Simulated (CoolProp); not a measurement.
Computed with CoolProp (reference Helmholtz-energy equation of state, Marx 1992).

### Question
Give the vapour pressure (kPa), vapour density (kg/m³), enthalpy of vaporisation (kJ/kg), surface tension (mN/m) of saturated R113 at 342.9, 368.4, 372.7 K.

### Answer
```json
[
 {"T (K)": "342.9", "p (kPa)": "200", "vapour density (kg/m³)": "14.1", "enthalpy of vaporisation (kJ/kg)": "137", "surface tension (mN/m)": "12.3"},
 {"T (K)": "368.4", "p (kPa)": "390", "vapour density (kg/m³)": "26.7", "enthalpy of vaporisation (kJ/kg)": "127", "surface tension (mN/m)": "9.66"},
 {"T (K)": "372.7", "p (kPa)": "432", "vapour density (kg/m³)": "29.6", "enthalpy of vaporisation (kJ/kg)": "126", "surface tension (mN/m)": "9.23"}
]
```

Surface tension comes from a separate correlation (Mulero 2012).
